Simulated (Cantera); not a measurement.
An adiabatic, constant-volume homogeneous reactor starts with 10.1 % CH₄, 0.788 % CO, 18.7 % O₂, 70.4 % N₂, equivalence ratio 1.1, at 1748 K and 0.230 bar.

Computed with Cantera and GRI-Mech 3.0 (53 species, 325 reactions).

Problem. Predict: time of steepest temperature rise; temperature at 7.00 s; equilibrium temperature; x(CO) at 7.00 s; x(O₂) at 7.00 s; x(H₂) at 7.00 s.

Solution. 
```
Quantity                                                           Value
---------------------------------  -------------------------------------
time of steepest temperature rise                               0.580 ms
temperature at 7.00 s                                             2831 K
equilibrium temperature                                           2831 K
x(CO) at 7.00 s                    0.0660 (gas-phase equilibrium 0.0660)
x(O₂) at 7.00 s                    0.0200 (gas-phase equilibrium 0.0200)
x(H₂) at 7.00 s                    0.0342 (gas-phase equilibrium 0.0342)
```
